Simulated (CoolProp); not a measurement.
The fluid at 371.5 K and 18 MPa flows at 0.16 m/s in a round tube of 4.6 mm bore and 45 µm roughness, fully developed (64/Re and Nu = 3.66 if laminar; Colebrook and Gnielinski if turbulent). The same conditions are run with several fluids, on thermodynamics alone (safety and materials aside).

Model: reference Helmholtz-energy equation of state of each fluid (ammonia: Gao 2020; R142b: Lemmon 2006; n-decane: Lemmon 2006), in CoolProp.

```tsv
fluid	Reynolds number	Darcy friction factor	pressure drop (Pa/m)	heat-transfer coefficient (W/(m² K))	mass flow (kg/h)
ammonia	?	0.0473	?	?	4.78
R142b	?	0.0473	?	508	9.62
n-decane	1110	?	110	?	?
```

Question: Fill in the missing entries.

Answer: 
- ammonia, Reynolds number: 4860
- ammonia, pressure drop (Pa/m): 65.6
- ammonia, heat-transfer coefficient (W/(m² K)): 1780
- R142b, Reynolds number: 4820
- R142b, pressure drop (Pa/m): 132
- n-decane, Darcy friction factor: 0.0575
- n-decane, heat-transfer coefficient (W/(m² K)): 95.5
- n-decane, mass flow (kg/h): 6.59

Transport values come from each fluid's own correlations; those of R142b are estimates that may be off by 10 % or more.
